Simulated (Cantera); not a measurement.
Feed: 1 mol TiCl₄, a varied amount of O₂, 120 mol H₂, held at 46000 Pa.

Equilibrium computed with Cantera from the NASA thermochemical tables; the gas is ideal and each condensed phase is pure. Candidate condensed phases: H₂O, Ti, TiCl₂, TiCl₃, TiCl₄, TiO, TiO₂, Ti₂O₃, Ti₃O₅, Ti₄O₇; 23 gas species. Mutual solubility and eutectic melting of coexisting phases are not modelled. The tables' values for TiCl₂ are old estimates. TiO: taken at fixed stoichiometry. Condensed phases not in the tables: Magnéli phases beyond Ti₄O₇, TiOCl. Equilibrium is a limit: real reactors are often held back by kinetics, nucleation or transport.

Stable condensed phases, one row left out:

```
T in K \ n(O₂) in mol
         0.052 0.093  0.17   0.3  0.54  0.98   1.8   3.2
   1975      A     A     A     A     B     C     D     D
   1900      A     A     A     A     B     D     D     D
   1825      A     A     A     A     B     D     D     D
   1675      A     A     A     A     B     D     D     E
   1600      A     A     A     A     B     D     E     F
   1525      A     A     A     A     B     D     E     F
   1450      A     A     A     A     G     D     F     F
   1375      A     A     A     B     G     E     F     F
   1300      A     A     A     B     G     E     F     F
   1225      A     A     B     G     G     H     F     F
   1150      A     B     G     G     G     H     F     F
   1075      B     G     G     G     G     H     F     F
   1000      G     G     G     G     G     H     F     F
```

A: TiO; B: TiO + Ti₂O₃; C: Ti₂O₃ + Ti₃O₅; D: Ti₃O₅; E: Ti₄O₇; F: TiO₂; G: Ti₂O₃; H: TiO₂ + Ti₄O₇.

Q: Give the row for 1750 K.

A: 0.052: TiO; 0.093: TiO; 0.17: TiO; 0.3: TiO; 0.54: TiO + Ti₂O₃; 0.98: Ti₃O₅; 1.8: Ti₃O₅; 3.2: Ti₄O₇.
